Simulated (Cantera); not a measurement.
Charge: 1 mol Si2Cl6, 0.047 mol Cl2, 52 mol H2, held at 750 Torr.

Method: chemical equilibrium by Gibbs-energy minimisation in Cantera with the NASA 1993 tables (ideal gas, pure condensed phases). Candidate condensed phases: Si; 19 gas species. The feed counts by its element totals alone. The tables' values for SiCl3 are old estimates; treat these amounts as uncertain. Equilibrium is a limit: real reactors are often held back by kinetics, nucleation or transport.

x: gas mole fraction; n: condensed amount in mol.

| T (K) | x H2 | x HCl | x SiCl2 | x SiCl4 | x SiHCl3 | n Si(s) |
|---|---|---|---|---|---|---|
| 1023 | 0.961 | 0.00893 | 0.000148 | 0.0150 | 0.0137 | ___ |
| 1073 | 0.958 | 0.0129 | 0.000340 | 0.0143 | 0.0129 | ___ |
| 1123 | 0.954 | 0.0180 | 0.000717 | 0.0132 | 0.0120 | ___ |
| 1173 | 0.949 | 0.0240 | 0.00139 | 0.0119 | 0.0109 | ___ |
| 1223 | 0.944 | 0.0309 | 0.00247 | 0.0102 | 0.00959 | ___ |
| 1273 | 0.938 | 0.0383 | 0.00405 | 0.00827 | 0.00808 | ___ |
| 1323 | 0.932 | 0.0457 | 0.00613 | 0.00626 | 0.00648 | 0.779 |
| 1373 | 0.926 | 0.0525 | 0.00855 | 0.00438 | 0.00489 | 0.829 |
| 1423 | 0.921 | 0.0581 | 0.0110 | 0.00283 | 0.00348 | 0.863 |
| 1473 | 0.917 | 0.0622 | 0.0133 | 0.00170 | 0.00235 | 0.882 |
| 1523 | 0.915 | 0.0650 | 0.0151 | 0.000967 | 0.00153 | 0.890 |
| 1573 | 0.913 | 0.0668 | 0.0165 | 0.000538 | 0.000976 | 0.891 |
| 1623 | 0.912 | 0.0677 | 0.0176 | 0.000298 | 0.000622 | 0.887 |

Task: Complete the blanks.

Result: 
- 1023, n Si(s): 0.367
- 1073, n Si(s): 0.422
- 1123, n Si(s): 0.488
- 1173, n Si(s): 0.562
- 1223, n Si(s): 0.640
- 1273, n Si(s): 0.714
